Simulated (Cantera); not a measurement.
An isothermal, constant-pressure homogeneous reactor starts with 8.33 % CH4, 91.7 % H2, at 1950 K and 120 Pa.

Model: GRI-Mech 3.0 (53 species, 325 reactions), integrated in Cantera. GRI-Mech 3.0 stops at C3 and has no aromatics, soot or wall deposition, so with more carbon than oxygen in the feed, carbon stays in small species such as C2H2 where larger ones or solid carbon would form. Radical loss at walls, strong at low pressure, is not modelled.

One state of this run: x CH4 = 0.0327; x H2 = 0.937; x H = 0.00513; x C2H = 1.83e-6; x C2H2 = 0.0213. x: mole fraction; the columns are a selection and need not sum to one.

**Question.** Which value of t (s) does it belong to?
A. 0.000102
B. 0.269
C. 1.00
D. 2.00e-6

**Answer.** B, 0.269
